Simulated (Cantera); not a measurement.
Feed: 1 mol Pb, 2.8 mol O2, 0.66 mol N2, equilibrated at 0.0240 bar.

Equilibrium computed with Cantera from the NASA thermochemical tables; the gas is ideal and each condensed phase is pure. Candidate condensed phases: Pb, PbO, PbO2, Pb3O4; 12 gas species. The numbers say what is thermodynamically allowed, not how fast it happens.

Task: At 750 °C, list the 4 most abundant gas species with their mole fractions, and the condensed phases.

Result: O2 0.777, N2 0.223, NO 4.10e-5, PbO 2.68e-5. Condensed: PbO(yellow).
